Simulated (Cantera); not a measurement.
Input: 1 mol c-C4F8, 1.7 mol HCl, held at 2077 °C and 13.3 mbar.

Cantera equilibrium calculation (NASA polynomials, part measured and part estimated; ideal gas, pure solids and liquids). Candidate condensed phases: C, C6H6, C7H8, C8H18; 118 gas species. The feed counts by its element totals alone. Gases not in the tables: C2F6 and larger saturated fluorocarbons. Rates play no part.

Base state: HF 0.242, Cl 0.241, CF2 0.236, F 0.226, CF4 0.0441, CF3 0.00612, CF 0.00451, HCl 0.000496 (mole fractions); condensed: C(graphite).

What changes in the equilibrium state with this change: pressure from 13.3 mbar to 0.140 bar?


| species | before | after |
|---|---|---|
| HF | 0.242 | 0.300 |
| Cl | 0.241 | 0.293 |
| CF4 | 0.0441 | 0.184 |
| F | 0.226 | 0.0554 |
| CF2 | 0.236 | 0.149 |
| CClF3 | 4.86e-5 | 0.00101 |
| Cl2 | 0.000145 | 0.00226 |
| HCl | 0.000496 | 0.00306 |
| C(graphite), mol | 1.96 | 2.06 |
The tables' values for C2F4 are old estimates; treat these amounts as uncertain.
